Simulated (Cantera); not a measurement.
An isothermal, constant-pressure homogeneous reactor starts with CH₄ : H₂O = 1 : 2.7 (molar parts), at 1623 K and 1.01 bar.

Detailed kinetics in Cantera: GRI-Mech 3.0 (53 species, 325 reactions).

One state of this run: x CH₄ = 0.0143; x H₂O = 0.318; x CH₂CO = 3.49e-6; x C₂H₄ = 0.000391; x HCO = 6.54e-9; x C₂H₆ = 1.57e-6; x C₂H = 3.03e-9. x: mole fraction; the columns are a selection and need not sum to one.

Q: Which value of t (s) does it belong to?
A. 8.29e-6
B. 0.00245
C. 3.00
D. 3.44e-5

A: C, 3.00
